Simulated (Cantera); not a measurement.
Input: 1 mol Si, 0.74 mol HCl, 1 mol H2, equilibrated at 0.133 bar.

Cantera equilibrium calculation (NASA polynomials, part measured and part estimated; ideal gas, pure solids and liquids). Candidate condensed phases: Si; 19 gas species. The tables' values for SiCl3 are old estimates; treat these amounts as uncertain. The numbers say what is thermodynamically allowed, not how fast it happens.

x: gas mole fraction; n: condensed amount in mol.

```
T (K)   x H2   x HCl  x SiCl4  x SiCl2  x SiHCl3  x SiCl3  x SiH2Cl2  n Si(s)
-----  -----  ------  -------  -------  --------  -------  ---------  -------
1025   0.855  0.0221   0.0888  0.00102    0.0295  0.00208    0.00109    0.810
1050   0.852  0.0267   0.0872  0.00157    0.0289  0.00275    0.00109    0.811
1075   0.848  0.0320   0.0852  0.00235    0.0281  0.00356    0.00108    0.812
1100   0.843  0.0378   0.0828  0.00346    0.0272  0.00454    0.00107    0.814
1125   0.838  0.0443   0.0800  0.00497    0.0262  0.00569    0.00106    0.815
1150   0.832  0.0514   0.0766  0.00700    0.0252  0.00700    0.00104    0.816
1175   0.825       ?   0.0727        ?    0.0239  0.00848    0.00101    0.817
1200   0.818  0.0672   0.0683   0.0131    0.0226   0.0101   0.000979    0.818
1225   0.810  0.0757   0.0633   0.0173    0.0211   0.0118   0.000941    0.818
1250   0.801       ?        ?        ?         ?   0.0135   0.000897    0.817
1275   0.792  0.0933   0.0520   0.0285    0.0178   0.0151   0.000847    0.816
1300   0.783   0.102   0.0458   0.0354    0.0160   0.0165   0.000792    0.814
1325   0.774   0.110   0.0396   0.0431    0.0142   0.0177   0.000732    0.811
1350   0.765   0.118   0.0334   0.0514    0.0124   0.0186   0.000669    0.808
```

Task: Some entries are withheld; supply them.

Result: 
- 1250, x HCl: 0.0845
- 1250, x SiCl4: 0.0578
- 1250, x SiCl2: 0.0224
- 1250, x SiHCl3: 0.0195
- 1175, x HCl: 0.0591
- 1175, x SiCl2: 0.00966
